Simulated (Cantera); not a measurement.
A freely propagating, adiabatic, planar premixed flame of CH4 : CO : O2 : N2 = 1 : 1.2 : 3.29 : 12.4 (molar parts), equivalence ratio 0.79, unburnt at 300 K and 3.20 bar; unity-Lewis-number transport, grid criteria slope 0.08 and curve 0.16, no radiation.

Computed with Cantera and GRI-Mech 3.0 (53 species, 325 reactions). Unity Lewis numbers drop preferential diffusion, which matters most where H2 and H carry the flame. Burning velocities carry a grid error of a few per cent, more on coarse grids.

x: mole fraction of selected species; z is measured from the peak of heat release.

| z (mm) | T (K) | u (m/s) | x CH4 | x CO | x O2 | x HCO | x NO | x OH |
|---|---|---|---|---|---|---|---|---|
| -0.626 | 300 | 0.201 | 0.0559 | 0.0671 | 0.184 | <1e-8 | <1e-8 | <1e-8 |
| -0.417 | 303 | 0.203 | 0.0558 | 0.0670 | 0.184 | <1e-8 | <1e-8 | <1e-8 |
| -0.313 | 315 | 0.211 | 0.0554 | 0.0669 | 0.183 | <1e-8 | <1e-8 | <1e-8 |
| -0.209 | 403 | 0.270 | 0.0522 | 0.0659 | 0.176 | <1e-8 | 1.10e-7 | <1e-8 |
| -0.104 | 835 | 0.558 | 0.0356 | 0.0606 | 0.143 | 1.17e-8 | 1.77e-6 | … |
| -0.0521 | 1225 | 0.817 | 0.0189 | 0.0551 | 0.109 | 8.75e-7 | 4.70e-6 | … |
| 0 | 1629 | 1.08 | 0.00276 | 0.0454 | 0.0701 | 1.32e-5 | 8.32e-6 | … |
| 0.0521 | 1805 | 1.19 | 4.89e-5 | 0.0289 | 0.0532 | 9.91e-7 | 1.19e-5 | 0.00464 |
| 0.104 | 1887 | 1.24 | 6.78e-7 | 0.0189 | 0.0480 | 4.16e-8 | 1.44e-5 | 0.00496 |
| 0.209 | 1967 | 1.28 | <1e-8 | 0.0105 | 0.0440 | <1e-8 | 1.77e-5 | … |
| 0.417 | 2023 | 1.31 | <1e-8 | 0.00492 | 0.0415 | <1e-8 | 2.13e-5 | … |
| 0.834 | 2054 | 1.33 | <1e-8 | 0.00205 | 0.0404 | <1e-8 | 2.47e-5 | … |
| 1.67 | 2065 | 1.34 | <1e-8 | 0.000995 | 0.0400 | <1e-8 | 2.83e-5 | … |

**Question.** Some entries are withheld; supply them.

**Answer.** 
- -0.104, x OH: 2.08e-6
- -0.0521, x OH: 5.41e-5
- 0, x OH: 0.00187
- 0.209, x OH: 0.00432
- 0.417, x OH: 0.00315
- 0.834, x OH: 0.00213
- 1.67, x OH: 0.00160
